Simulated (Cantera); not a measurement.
# Gas-phase reforming

An isothermal, constant-pressure homogeneous reactor starts with 75.8 % CH₄, 24.2 % H₂O, at 1675 K and 0.132 atm.

Model: GRI-Mech 3.0 (53 species, 325 reactions), integrated in Cantera. GRI-Mech 3.0 stops at C3 and has no aromatics, soot or wall deposition, so with more carbon than oxygen in the feed, carbon stays in small species such as C2H2 where larger ones or solid carbon would form.

```
t (s)       x CH₄    x H₂O    x CH₂O    x C₂H₆     x CH₃
--------  -------  -------  --------  --------  --------
4.00e-6     0.758    0.242  1.69e-12  2.82e-10   1.82e-5
3.27e-5     0.757    0.242  6.21e-10   1.67e-7  0.000154
0.000267    0.756    0.242   2.60e-7   6.27e-5   0.00114
0.00219     0.716    0.239   1.16e-5   0.00193   0.00395
0.0179      0.393    0.193   4.44e-6  0.000592   0.00227
0.146      0.0925    0.142   7.34e-7   3.84e-5  0.000633
1.20       0.0210   0.0754   1.03e-7   2.41e-6  0.000165
9.78      0.00660  0.00375   6.37e-9   2.91e-7   4.97e-5
80.0      0.00479  1.23e-7   5.13e-9   1.93e-7   3.60e-5
```
x: mole fraction; the columns are a selection and need not sum to one.

Equilibrium at this temperature and pressure: CH₄ 0.00479, H₂O 1.23e-7, CH₂O 5.13e-9, C₂H₆ 1.93e-7, CH₃ 3.60e-5 (gas phase only).
